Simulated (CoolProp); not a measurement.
The fluid at 293.15 K and 0.229 MPa flows at 10 m/s in a round tube of 6 mm bore and 15 µm roughness, fully developed (64/Re and Nu = 3.66 if laminar; Colebrook and Gnielinski if turbulent). The same conditions are run with several fluids, on thermodynamics alone (safety and materials aside).

Values from CoolProp's reference Helmholtz-energy equation of state of each fluid (CF4 (R14): Platzer 1990; ammonia: Gao 2020; R13: Platzer 1990; carbon dioxide: Span 1996; R152A: Outcalt 1996). The equations of Platzer and Polt are older, rougher fits.

Rank CF4 (R14), ammonia, R13, carbon dioxide, R152A by Reynolds number, highest first.

R13 (42600), R152A (35900), CF4 (R14) (29300), carbon dioxide (17100), ammonia (9980)

```tsv
fluid	Darcy friction factor	pressure drop (Pa/m)	heat-transfer coefficient (W/(m² K))	mass flow (kg/h)
CF4 (R14)	0.0291	2030	234	8.49
ammonia	0.0345	472	153	1.67
R13	0.0280	2340	254	10.2
carbon dioxide	0.0314	1090	152	4.26
R152A	0.0285	1560	265	6.67
```

Transport values come from each fluid's own correlations; those of CF4 (R14), R13, R152A are estimates that may be off by 10 % or more.
